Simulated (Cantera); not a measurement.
**Hydrogen reduction and annealing atmospheres: Fe₃O₄ + H₂ + H₂O**

Feed: 1 mol Fe₃O₄, 19 mol H₂, 0.071 mol H₂O, held at 3600 Torr.

Cantera equilibrium calculation (NASA polynomials, part measured and part estimated; ideal gas, pure solids and liquids). Candidate condensed phases: Fe, FeO, Fe(OH)₂, Fe(OH)₃, Fe₂O₃, Fe₃O₄, H₂O; 12 gas species. Kinetics and transport are ignored.

```
T (°C)   x H₂  x H₂O       x H      x Fe  x Fe(OH)₂     x OH     x FeO  n Fe(γ)  n Fe(δ)  n Fe(l)
------  -----  -----  --------  --------  ---------  -------  --------  -------  -------  -------
1300    0.787  0.213   1.65e-5   1.37e-7    3.91e-6  1.61e-7  2.00e-10     3.00        0        0
1350    0.787  0.213   2.80e-5   3.48e-7    5.71e-6  3.18e-7  6.15e-10     3.00        0        0
1400    0.787  0.213   4.61e-5   8.36e-7    8.16e-6  6.02e-7   1.76e-9        0     3.00        0
1450    0.786  0.213   7.38e-5   1.90e-6    1.14e-5  1.10e-6   4.74e-9        0     3.00        0
1500    0.786  0.213  0.000115   4.12e-6    1.56e-5  1.94e-6   1.20e-8        0     3.00        0
1550    0.786  0.213  0.000175   8.48e-6    2.09e-5  3.31e-6   2.88e-8        0        0     3.00
1600    0.786  0.213  0.000261   1.65e-5    2.70e-5  5.50e-6   6.43e-8        0        0     3.00
1650    0.786  0.213  0.000381   3.08e-5    3.44e-5  8.91e-6   1.38e-7        0        0     3.00
1700    0.786  0.213  0.000546   5.59e-5    4.32e-5  1.41e-5   2.83e-7        0        0     3.00
1750    0.786  0.213  0.000768   9.81e-5    5.37e-5  2.17e-5   5.60e-7        0        0     3.00
1800    0.786  0.213   0.00106  0.000167    6.60e-5  3.28e-5   1.07e-6        0        0     3.00
```
x: gas mole fraction; n: condensed amount in mol.

From 1300 °C to 1350 °C the condensed part is Fe(γ). From 1400 °C to 1500 °C the condensed part is Fe(δ). From 1550 °C to 1800 °C the condensed part is Fe(l). The main Fe-bearing gas is Fe(OH)₂ at 1300 °C and Fe at 1800 °C.
